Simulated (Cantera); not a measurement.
A freely propagating, adiabatic, planar premixed flame of C3H8 : O2 : N2 = 1 : 5.81 : 17.4 (molar parts), unburnt at 300 K and 540000 Pa; mixture-averaged transport, grid criteria slope 0.08 and curve 0.16, no radiation.

Computed with Cantera and GRI-Mech 3.0 (53 species, 325 reactions). GRI-Mech 3.0 was tuned for natural gas; its chemistry of propane as a main component is partial and can be far from experiment. Burning velocities carry a grid error of a few per cent, more on coarse grids.

**Question.** How do the results move with these cheaper or finer settings: unity-Lewis-number transport; multicomponent transport; multicomponent+Soret transport; grid criteria slope 0.5, curve 1; grid criteria slope 0.25, curve 0.5; grid criteria slope 0.03, curve 0.06?

**Answer.** 
```json
[
 {"setting": "as above", "laminar burning velocity": "39.8 cm/s", "thermal thickness": "0.0738 mm", "peak x(CO)": "0.0556", "peak x(C2H2)": "0.000725", "grid points": "151"},
 {"setting": "unity-Lewis-number transport", "laminar burning velocity": "33.8 cm/s", "thermal thickness": "0.0781 mm", "peak x(CO)": "0.0488", "peak x(C2H2)": "0.000566", "grid points": "147"},
 {"setting": "multicomponent transport", "laminar burning velocity": "40.0 cm/s", "thermal thickness": "0.0747 mm", "peak x(CO)": "0.0559", "peak x(C2H2)": "0.000732", "grid points": "152"},
 {"setting": "multicomponent+Soret transport", "laminar burning velocity": "39.6 cm/s", "thermal thickness": "0.0749 mm", "peak x(CO)": "0.0559", "peak x(C2H2)": "0.000725", "grid points": "152"},
 {"setting": "grid criteria slope 0.5, curve 1", "laminar burning velocity": "44.4 cm/s", "thermal thickness": "0.0792 mm", "peak x(CO)": "0.0576", "peak x(C2H2)": "0.000742", "grid points": "36"},
 {"setting": "grid criteria slope 0.25, curve 0.5", "laminar burning velocity": "41.3 cm/s", "thermal thickness": "0.0760 mm", "peak x(CO)": "0.0562", "peak x(C2H2)": "0.000727", "grid points": "62"},
 {"setting": "grid criteria slope 0.03, curve 0.06", "laminar burning velocity": "39.1 cm/s", "thermal thickness": "0.0734 mm", "peak x(CO)": "0.0552", "peak x(C2H2)": "0.000714", "grid points": "382"}
]
```
The base run took around 16 core-seconds (rough).
Unity Lewis numbers drop preferential diffusion, which matters most where H2 and H carry the flame; Soret adds thermal diffusion.
